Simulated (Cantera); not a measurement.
An adiabatic, constant-pressure homogeneous reactor starts with H₂ : O₂ : N₂ : NO = 1 : 1.25 : 4.7 : 0.023 (molar parts), at 1175 K and 10.0 bar. Integrator tolerance rtol = 1e-08.

Detailed kinetics in Cantera: GRI-Mech 3.0 (53 species, 325 reactions). The hydrogen kinetics of GRI-Mech 3.0 are dated; newer H2 mechanisms differ, most at raised pressure. The mechanism lacks 2 NO + O2 → 2 NO2 and HONO, so NO2 and the effect of NO are under-described below about 1400 K.

Question: What does this change do: initial temperature 1175 to 1525 K?

Answer: 
```csv
quantity,before,after
time of steepest temperature rise,16.6 µs,1.52 µs
temperature at 1.00 s,2174 K,2457 K
equilibrium temperature,2174 K,2457 K
x(H₂) at 1.00 s,0.000141 (gas-phase equilibrium 0.000141),0.000697 (gas-phase equilibrium 0.000697)
x(O₂) at 1.00 s,0.113 (gas-phase equilibrium 0.113),0.108 (gas-phase equilibrium 0.108)
x(NO) at 1.00 s,0.00838 (gas-phase equilibrium 0.00838),0.0146 (gas-phase equilibrium 0.0146)
x(HO₂) at 1.00 s,7.46e-6 (gas-phase equilibrium 7.46e-6),1.68e-5 (gas-phase equilibrium 1.68e-5)
x(OH) at 1.00 s,0.00267 (gas-phase equilibrium 0.00267),0.00736 (gas-phase equilibrium 0.00736)
```

Question: What does this change do: constant volume in place of constant pressure?

Answer: 
```csv
quantity,before,after
time of steepest temperature rise,16.6 µs,15.8 µs
temperature at 1.00 s,2174 K,2388 K
equilibrium temperature,2174 K,2388 K
x(H₂) at 1.00 s,0.000141 (gas-phase equilibrium 0.000141),0.000356 (gas-phase equilibrium 0.000356)
x(O₂) at 1.00 s,0.113 (gas-phase equilibrium 0.113),0.110 (gas-phase equilibrium 0.110)
x(NO) at 1.00 s,0.00838 (gas-phase equilibrium 0.00838),0.0130 (gas-phase equilibrium 0.0130)
x(HO₂) at 1.00 s,7.46e-6 (gas-phase equilibrium 7.46e-6),1.66e-5 (gas-phase equilibrium 1.66e-5)
x(OH) at 1.00 s,0.00267 (gas-phase equilibrium 0.00267),0.00504 (gas-phase equilibrium 0.00504)
```
